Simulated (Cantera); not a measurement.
A freely propagating, adiabatic, planar premixed flame of H2 : O2 : N2 : H2O = 1 : 0.25 : 0.725 : 0.074 (molar parts), unburnt at 425 K and 0.640 bar; mixture-averaged transport, grid criteria slope 0.08 and curve 0.16, no radiation.

Model: the H2/O2 subset of GRI-Mech 3.0, which has no nitrogen chemistry, integrated in Cantera. Burning velocities carry a grid error of a few per cent, more on coarse grids.

x: mole fraction of selected species; z is measured from the peak of heat release.

```json
[
 {"z (mm)": "-1.97", "T (K)": "425", "u (m/s)": "5.64", "x H2": "0.488", "x O2": "0.122", "x HO2": "<1e-8", "x O": "<1e-8", "x H2O": "0.0361", "x H": "<1e-8"},
 {"z (mm)": "-1.31", "T (K)": "425", "u (m/s)": "5.64", "x H2": "0.488", "x O2": "0.122", "x HO2": "<1e-8", "x O": "<1e-8", "x H2O": "0.0361", "x H": "<1e-8"},
 {"z (mm)": "-0.986", "T (K)": "425", "u (m/s)": "5.64", "x H2": "0.488", "x O2": "0.122", "x HO2": "<1e-8", "x O": "<1e-8", "x H2O": "0.0361", "x H": "<1e-8"},
 {"z (mm)": "-0.657", "T (K)": "425", "u (m/s)": "5.64", "x H2": "0.488", "x O2": "0.122", "x HO2": "3.76e-8", "x O": "<1e-8", "x H2O": "0.0361", "x H": "<1e-8"},
 {"z (mm)": "-0.329", "T (K)": "439", "u (m/s)": "5.79", "x H2": "0.485", "x O2": "0.122", "x HO2": "0.000156", "x O": "2.92e-6", "x H2O": "0.0366", "x H": "3.37e-5"},
 {"z (mm)": "-0.164", "T (K)": "694", "u (m/s)": "8.92", "x H2": "0.453", "x O2": "0.117", "x HO2": "0.000210", "x O": "0.000198", "x H2O": "0.0571", "x H": "0.00639"},
 {"z (mm)": "0", "T (K)": "1132", "u (m/s)": "14.1", "x H2": "0.355", "x O2": "0.0828", "x HO2": "6.98e-5", "x O": "0.00267", "x H2O": "0.136", "x H": "0.0460"},
 {"z (mm)": "0.164", "T (K)": "1426", "u (m/s)": "17.6", "x H2": "0.254", "x O2": "0.0252", "x HO2": "1.90e-5", "x O": "0.00388", "x H2O": "0.246", "x H": "0.0883"},
 {"z (mm)": "0.329", "T (K)": "1554", "u (m/s)": "19.1", "x H2": "0.224", "x O2": "(withheld)", "x HO2": "(withheld)", "x O": "(withheld)", "x H2O": "0.286", "x H": "(withheld)"},
 {"z (mm)": "0.657", "T (K)": "1668", "u (m/s)": "20.4", "x H2": "0.226", "x O2": "0.00114", "x HO2": "7.92e-7", "x O": "0.00166", "x H2O": "0.296", "x H": "0.0857"},
 {"z (mm)": "1.31", "T (K)": "1790", "u (m/s)": "21.6", "x H2": "0.236", "x O2": "0.000721", "x HO2": "4.86e-7", "x O": "0.00128", "x H2O": "0.299", "x H": "0.0692"},
 {"z (mm)": "2.63", "T (K)": "1910", "u (m/s)": "22.9", "x H2": "0.246", "x O2": "0.000463", "x HO2": "3.14e-7", "x O": "0.000857", "x H2O": "0.303", "x H": "0.0522"},
 {"z (mm)": "5.26", "T (K)": "2017", "u (m/s)": "24.0", "x H2": "0.255", "x O2": "0.000254", "x HO2": "1.86e-7", "x O": "0.000485", "x H2O": "0.308", "x H": "0.0370"}
]
```

Problem. Complete the blanks.

Solution. 
- 0.329, x O2: 0.00510
- 0.329, x HO2: 3.65e-6
- 0.329, x O: 0.00231
- 0.329, x H: 0.0961
